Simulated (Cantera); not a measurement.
A diamond (100) surface in a fixed gas of H2 with x(CH4) = 0.015, x(H) = 0.00054, x(CH3) = 0.00068, at 1400 K; coverages are run to steady state.

Cantera simulation using the Harris–Goodwin 1993 mechanism for the reconstructed diamond (100) surface; the numbers are that mechanism's predictions, not measurements.

θ: site fractions in the mechanism's names (c6HH fully hydrogenated, c6H* and c6*H radical sites, c6** diradical, c6HM methylated).

```json
[
 {"P (Pa)": "1000", "growth (µm/h)": "0.0420", "θ c6HH": "0.459", "θ c6H*": "0.0511", "θ c6*H": "0.467", "θ c6**": "0.0216", "θ c6HM": "2.82e-5"},
 {"P (Pa)": "1400", "growth (µm/h)": "0.0795", "θ c6HH": "0.460", "θ c6H*": "0.0510", "θ c6*H": "0.466", "θ c6**": "0.0215", "θ c6HM": "3.98e-5"},
 {"P (Pa)": "2100", "growth (µm/h)": "0.169", "θ c6HH": "0.461", "θ c6H*": "0.0509", "θ c6*H": "0.466", "θ c6**": "0.0213", "θ c6HM": "6.02e-5"},
 {"P (Pa)": "3000", "growth (µm/h)": "0.325", "θ c6HH": "0.461", "θ c6H*": "0.0508", "θ c6*H": "0.465", "θ c6**": "0.0211", "θ c6HM": "8.71e-5"},
 {"P (Pa)": "4300", "growth (µm/h)": "0.613", "θ c6HH": "0.461", "θ c6H*": "0.0508", "θ c6*H": "0.465", "θ c6**": "0.0210", "θ c6HM": "0.000127"},
 {"P (Pa)": "6100", "growth (µm/h)": "…", "θ c6HH": "0.461", "θ c6H*": "0.0507", "θ c6*H": "0.464", "θ c6**": "0.0208", "θ c6HM": "…"},
 {"P (Pa)": "8800", "growth (µm/h)": "2.02", "θ c6HH": "0.461", "θ c6H*": "0.0507", "θ c6*H": "0.464", "θ c6**": "0.0206", "θ c6HM": "0.000268"},
 {"P (Pa)": "13000", "growth (µm/h)": "…", "θ c6HH": "0.461", "θ c6H*": "0.0506", "θ c6*H": "0.463", "θ c6**": "0.0203", "θ c6HM": "…"}
]
```

Q: Fill in the missing entries.

A: 
- 6100, growth (µm/h): 1.11
- 6100, θ c6HM: 0.000183
- 13000, growth (µm/h): 3.69
- 13000, θ c6HM: 0.000404
